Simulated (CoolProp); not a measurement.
Vapour-liquid equilibrium of acetone (1) + benzene (2) at 360.3 K; x and y are mole fractions of (1).

The numbers come from the multi-fluid Helmholtz-energy mixture model, Lemmon 2006 and Thol 2012; pair parameters Bell 2016 in CoolProp.

```
x     bubble pressure (kPa)  y at the bubble point  dew pressure at overall composition x (kPa)  liquid density (mol/L)
----  ---------------------  ---------------------  -------------------------------------------  ----------------------
0.05                  136.7                  0.124                                        129.7                   10.38
0.2                   165.5                  0.375                                        144.6                   10.61
0.35                  188.9                  0.538                                        162.3                   10.86
0.5                   209.0                  0.663                                        183.2                   11.13
0.65                  226.9                  0.770                                        206.9                   11.42
0.8                   243.5                  0.869                                        232.0                   11.75
0.95                  259.1                  0.967                                        256.4                   12.11
```

No azeotrope shows between x = 0.05 and 0.95.

The pair parameters rest on a limited set of measurements; away from them the model extrapolates.
